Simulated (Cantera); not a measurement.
Feed: 1 mol Si3N4, 0.17 mol H2O, 41 mol H2, 0.022 mol N2O, held at 2048.15 K and 1.00 Torr.

Equilibrium computed with Cantera from the NASA thermochemical tables; the gas is ideal and each condensed phase is pure. The tables' values for SiN are old estimates; treat these amounts as uncertain. Gases not in the tables: Si2H6 and higher silanes. Rates play no part.

```csv
species,before,after
H2,0.839,0.841
Si,0.0559,0.0568
H,0.0562,0.0563
SiO,0.00405,0.000507
N2,0.0425,0.0428
Si3,0.000132,0.000138
Si2N,0.000121,0.000125
Si2,0.000639,0.000659
SiN,9.80e-5,9.98e-5
SiH2,0.000115,0.000117
SiH,0.00114,0.00116
"Si(l), mol",0,0.143
```
Gas species are given as mole fractions.

**Question.** What was changed between the two runs?
A. N2O from 0.022 to 0.088 mol
B. H2O from 0.17 to 0.0019 mol
C. pressure from 1.00 Torr to 473 Torr
D. temperature from 2048.15 K to 1273 K

**Answer.** B, H2O from 0.17 to 0.0019 mol
